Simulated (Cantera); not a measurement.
A closed system holds: 1 mol Ti(OiPr)4, a varied amount of C3H8, 4.4 mol O2, equilibrated at 1998 K and 0.133 bar.

Method: chemical equilibrium by Gibbs-energy minimisation in Cantera with the NASA 1993 tables (ideal gas, pure condensed phases). Candidate condensed phases: C, C6H6, C7H8, C8H18, H2O, Ti, TiC, TiO, TiO2, Ti2O3, Ti3O5, Ti4O7; 113 gas species. The feed counts by its element totals alone. Mutual solubility and eutectic melting of coexisting phases are not modelled. TiC: taken at fixed stoichiometry. Rates play no part.

Q: Which condensed phases are stable at each of these points (n(C3H8) (mol)): 0.21, 0.26, 0.31, 0.38, 0.47, 0.58, 0.71, 0.87, 1.1, 1.3, 1.6, 2, 2.4?

A: 
| n(C3H8) (mol) | condensed phases | Ti condensed (%) |
|---|---|---|
| 0.21 | TiC(s) + Ti2O3(s) | 100.0 |
| 0.26 | TiC(s) + Ti2O3(s) | 100.0 |
| 0.31 | TiC(s) + Ti2O3(s) | 100.0 |
| 0.38 | TiC(s) + Ti2O3(s) | 100.0 |
| 0.47 | TiC(s) + Ti2O3(s) | 100.0 |
| 0.58 | TiC(s) + Ti2O3(s) | 100.0 |
| 0.71 | C(graphite) + TiC(s) | 100.0 |
| 0.87 | C(graphite) + TiC(s) | 100.0 |
| 1.1 | C(graphite) + TiC(s) | 100.0 |
| 1.3 | C(graphite) + TiC(s) | 100.0 |
| 1.6 | C(graphite) + TiC(s) | 100.0 |
| 2 | C(graphite) + TiC(s) | 100.0 |
| 2.4 | C(graphite) + TiC(s) | 100.0 |

From 0.21 mol C3H8 to 0.58 mol C3H8 the condensed part is TiC(s) + Ti2O3(s). From 0.71 mol C3H8 to 2.4 mol C3H8 the condensed part is C(graphite) + TiC(s).
